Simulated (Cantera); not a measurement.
acetone + NH3 + H2 (carbon deposition, reforming and gasification)

Feed: 1 mol acetone, 0.01 mol NH3, 0.39 mol H2, at 1000 Pa.

These are equilibrium values from Cantera (NASA tables, ideal gas, pure condensed phases), not measurements of a reactor. Candidate condensed phases: C, C6H6, C7H8, C8H18, H2O; 136 gas species. The feed counts by its element totals alone. Kinetics and transport are ignored.

| T (K) | x H2 | x CO | x H | x C2H2 (acetylene) | x N2 | n C(graphite) |
|---|---|---|---|---|---|---|
| 998 | 0.771 | 0.226 | 1.89e-8 | 8.34e-10 | 0.00114 | 2.00 |
| 1148 | 0.772 | 0.227 | 6.29e-7 | 2.87e-8 | 0.00113 | 2.00 |
| 1298 | 0.772 | 0.227 | 9.42e-6 | 4.31e-7 | 0.00113 | 2.00 |
| 1448 | 0.772 | 0.227 | 8.10e-5 | 3.67e-6 | 0.00112 | 2.00 |
| 1598 | 0.772 | 0.227 | 0.000468 | 2.08e-5 | 0.00110 | 2.00 |
| 1748 | 0.770 | 0.227 | 0.00201 | 8.70e-5 | 0.00106 | 2.00 |
| 1898 | 0.766 | 0.226 | 0.00684 | 0.000288 | 0.000991 | 2.00 |
| 2048 | 0.754 | 0.225 | 0.0194 | 0.000790 | 0.000880 | 1.99 |
| 2198 | 0.728 | 0.221 | 0.0475 | 0.00184 | 0.000733 | 1.98 |
| 2348 | 0.678 | 0.215 | 0.102 | 0.00370 | 0.000566 | 1.96 |
x: gas mole fraction; n: condensed amount in mol.

From 998 K to 2348 K the condensed part is C(graphite). The main C-bearing gas is CO throughout.
